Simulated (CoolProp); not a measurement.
Vapour-liquid equilibrium of n-hexane (1) + ethylbenzene (2) at 0.00222 MPa; x and y are mole fractions of (1).

The numbers come from the multi-fluid Helmholtz-energy mixture model, Thol 2019 and Zhou 2012; pair parameters Bell 2016 in CoolProp.

```tsv
x	bubble temperature (K)	y at the bubble point	dew temperature at overall composition x (K)	liquid density (mol/L)
0.05	___	___	307.2	8.135
0.2	276.2	0.881	304.2	8.215
0.35	268.9	0.940	300.7	8.209
0.5	264.6	0.964	296.3	8.180
0.65	___	0.978	290.8	8.140
0.8	258.9	0.988	282.8	___
0.95	256.6	0.997	267.2	8.048
```

Question: Complete the blanks.

Answer: 
- 0.05, bubble temperature (K): 293.9
- 0.05, y at the bubble point: 0.572
- 0.65, bubble temperature (K): 261.5
- 0.8, liquid density (mol/L): 8.095

No azeotrope shows between x = 0.05 and 0.95.

Pair parameters are fitted to limited data, so mixtures are less certain than the pure fluids.
